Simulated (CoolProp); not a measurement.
C2F6 (R116) along the isobar 26.6 bar: density (kg/m³) from the reference equation and from simpler models built on Tc = 293.0 K, pc = 30.48 bar, ω = 0.257; each cubic takes its own stable root.

Computed with CoolProp (reference Helmholtz-energy equation of state, Lemmon 2006). It is a short technical equation, of lower accuracy than the large ones.

```json
[
 {"T (K)": "183.3", "phase": "liquid", "reference": "1666"},
 {"T (K)": "196.6", "phase": "liquid", "reference": "1610"},
 {"T (K)": "209.9", "phase": "liquid", "reference": "1551"},
 {"T (K)": "223.2", "phase": "liquid", "reference": "1489"},
 {"T (K)": "236.5", "phase": "liquid", "reference": "1420"},
 {"T (K)": "249.8", "phase": "liquid", "reference": "1343"},
 {"T (K)": "263.1", "phase": "liquid", "reference": "1251"},
 {"T (K)": "276.4", "phase": "liquid", "reference": "1131"},
 {"T (K)": "289.7", "phase": "gas", "reference": "290.6"}
]
```

**Question.** How far does each simpler model (van der Waals, Soave-Redlich-Kwong) lie from the reference over these 9 states: mean and median of the absolute difference, and the worst?

**Answer.** 
- van der Waals: mean 33.0 %, median 35.5 %, worst -36.5 % at 276.4 K and 26.6 bar
- Soave-Redlich-Kwong: mean 6.0 %, median 4.8 %, worst -12.6 % at 276.4 K and 26.6 bar
